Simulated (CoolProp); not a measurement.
Vapour-liquid equilibrium of R1234ze(E) (1) + n-pentane (2) at 5.88 bar; x and y are mole fractions of (1).

Computed with CoolProp (multi-fluid Helmholtz-energy mixture model, Thol 2016 and Thol 2019; pair parameters Bell 2016).

| x | bubble temperature, mixture model (°C) | bubble temperature, Raoult's law (°C) | y, mixture model | y, Raoult's law |
|---|---|---|---|---|
| 0.05 | 85.7 | 91.3 | 0.279 | 0.216 |
| 0.2 | 59.4 | 72.8 | 0.667 | 0.584 |
| 0.35 | 47.3 | 60.1 | 0.792 | 0.762 |
| 0.5 | 41.2 | 50.6 | 0.848 | 0.862 |
| 0.65 | 37.4 | 43.2 | 0.885 | 0.924 |
| 0.8 | 34.3 | 37.1 | 0.922 | 0.964 |
| 0.95 | 31.5 | 32.1 | 0.974 | 0.992 |

The largest gap from Raoult's law is -13.4 K in bubble temperature, at x = 0.2. No azeotrope shows between x = 0.05 and 0.95.

The pair parameters rest on a limited set of measurements; away from them the model extrapolates.
